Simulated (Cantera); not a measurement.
Predominance diagram of Mg at 1452 °C against the partial pressures of O2 and SO2 (log10, bar). Cantera with NASA thermochemical tables; ideal gases at 1 bar, condensed phases pure. Candidates: Mg(l), MgO(s), MgS(s), MgSO4(l). Only these pure phases compete in this equilibrium. 

Question: Which phase is stable at these pairs, and which metal-bearing vapour leads over it? (-7.2, -1.8); (-3.5, -8.3); (-8.8, -3.7); (-6.5, 0); (-6.5, -1.8); (-5, -9.2); (-5.8, 0)

Answer: 
```json
[
 {"log p(O2)": "-7.2", "log p(SO2)": "-1.8", "phase": "MgO(s)", "chief vapour": "Mg", "log p (bar)": "-7.8"},
 {"log p(O2)": "-3.5", "log p(SO2)": "-8.3", "phase": "MgO(s)", "chief vapour": "Mg", "log p (bar)": "-9.6"},
 {"log p(O2)": "-8.8", "log p(SO2)": "-3.7", "phase": "MgO(s)", "chief vapour": "Mg", "log p (bar)": "-7.0"},
 {"log p(O2)": "-6.5", "log p(SO2)": "0", "phase": "MgO(s)", "chief vapour": "Mg", "log p (bar)": "-8.1"},
 {"log p(O2)": "-6.5", "log p(SO2)": "-1.8", "phase": "MgO(s)", "chief vapour": "Mg", "log p (bar)": "-8.1"},
 {"log p(O2)": "-5", "log p(SO2)": "-9.2", "phase": "MgO(s)", "chief vapour": "Mg", "log p (bar)": "-8.9"},
 {"log p(O2)": "-5.8", "log p(SO2)": "0", "phase": "MgO(s)", "chief vapour": "Mg", "log p (bar)": "-8.5"}
]
```
